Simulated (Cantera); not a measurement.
Charge: 1 mol Cr, a varied amount of N₂O, 3.7 mol H₂, equilibrated at 1127 °C and 1.00 bar.

Method: chemical equilibrium by Gibbs-energy minimisation in Cantera with the NASA 1993 tables (ideal gas, pure condensed phases). Candidate condensed phases: Cr, CrN, Cr₂N, Cr₂O₃, H₂O; 29 gas species. Mutual solubility and eutectic melting of coexisting phases are not modelled. Kinetics and transport are ignored.

Question: Which condensed phases are stable at each of these points (n(N₂O) (mol)): 0.14, 0.23, 0.33, 0.43, 0.53, 0.62, 0.72, 0.82, 0.92, 1, 1.1?

Answer: 
```csv
n(N₂O) (mol),condensed phases,Cr condensed (%)
0.14,Cr(s) + Cr₂N(s) + Cr₂O₃(s),100.0
0.23,Cr(s) + Cr₂N(s) + Cr₂O₃(s),100.0
0.33,Cr₂N(s) + Cr₂O₃(s),100.0
0.43,Cr₂N(s) + Cr₂O₃(s),100.0
0.53,Cr₂N(s) + Cr₂O₃(s),100.0
0.62,Cr₂N(s) + Cr₂O₃(s),100.0
0.72,Cr₂N(s) + Cr₂O₃(s),100.0
0.82,Cr₂N(s) + Cr₂O₃(s),100.0
0.92,Cr₂N(s) + Cr₂O₃(s),100.0
1,Cr₂N(s) + Cr₂O₃(s),100.0
1.1,Cr₂N(s) + Cr₂O₃(s),100.0
```

From 0.14 mol N₂O to 0.23 mol N₂O the condensed part is Cr(s) + Cr₂N(s) + Cr₂O₃(s). From 0.33 mol N₂O to 1.1 mol N₂O the condensed part is Cr₂N(s) + Cr₂O₃(s).
